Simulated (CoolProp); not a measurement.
The fluid at 298.15 K and 8.29 MPa expands adiabatically to 0.62 MPa with isentropic efficiency 0.8. The same conditions are run with several fluids, on thermodynamics alone (safety and materials aside).

Model: reference Helmholtz-energy equation of state of each fluid (CF4 (R14): Platzer 1990; dry air: Lemmon 2000; methane: Setzmann 1991; fluorine: de Reuck 1990; ethylene: Smukala 2000), in CoolProp. The equations of Platzer and Polt are older, rougher fits. Blends and air are pseudo-pure fits.

### Question
Rank CF4 (R14), dry air, methane, fluorine, ethylene by work (kJ/kg), highest first.

### Answer
methane (202), dry air (119), fluorine (91.9), ethylene (54.6), CF4 (R14) (35.2)

```csv
fluid,final temperature (K),final phase,final density (kg/m³)
CF4 (R14),191.0,gas,38.3
dry air,166.5,gas,13.3
methane,171.5,gas,7.46
fluorine,170.5,gas,17.0
ethylene,207.8,"two-phase, vapour fraction 0.565",19.9
```
